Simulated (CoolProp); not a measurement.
Aqueous potassium acetate as a coolant, at 22 °C, 1 atm.

Values from CoolProp's Melinder's fits for secondary coolants.

```json
[
 {"mass %": "2.9", "freezing point (°C)": "-1.0", "conductivity (W/(m K))": "0.592", "Prandtl number": "7.04", "density (kg/m³)": "1015", "viscosity (mPa s)": "1.02"},
 {"mass %": "7.1", "freezing point (°C)": "-3.0", "conductivity (W/(m K))": "0.578", "Prandtl number": "7.69", "density (kg/m³)": "1037", "viscosity (mPa s)": "1.13"},
 {"mass %": "11.3", "freezing point (°C)": "-5.3", "conductivity (W/(m K))": "0.563", "Prandtl number": "8.46", "density (kg/m³)": "1057", "viscosity (mPa s)": "1.26"},
 {"mass %": "15.5", "freezing point (°C)": "-7.8", "conductivity (W/(m K))": "0.549", "Prandtl number": "9.34", "density (kg/m³)": "1077", "viscosity (mPa s)": "1.40"},
 {"mass %": "19.6", "freezing point (°C)": "-10.9", "conductivity (W/(m K))": "0.536", "Prandtl number": "10.3", "density (kg/m³)": "1098", "viscosity (mPa s)": "1.57"},
 {"mass %": "23.8", "freezing point (°C)": "-14.9", "conductivity (W/(m K))": "0.522", "Prandtl number": "11.6", "density (kg/m³)": "1122", "viscosity (mPa s)": "1.77"},
 {"mass %": "28", "freezing point (°C)": "-20.1", "conductivity (W/(m K))": "0.509", "Prandtl number": "13.1", "density (kg/m³)": "1145", "viscosity (mPa s)": "2.03"},
 {"mass %": "32.2", "freezing point (°C)": "-26.8", "conductivity (W/(m K))": "0.496", "Prandtl number": "15.1", "density (kg/m³)": "1169", "viscosity (mPa s)": "2.36"},
 {"mass %": "36.4", "freezing point (°C)": "-34.7", "conductivity (W/(m K))": "0.483", "Prandtl number": "17.6", "density (kg/m³)": "1193", "viscosity (mPa s)": "2.78"}
]
```
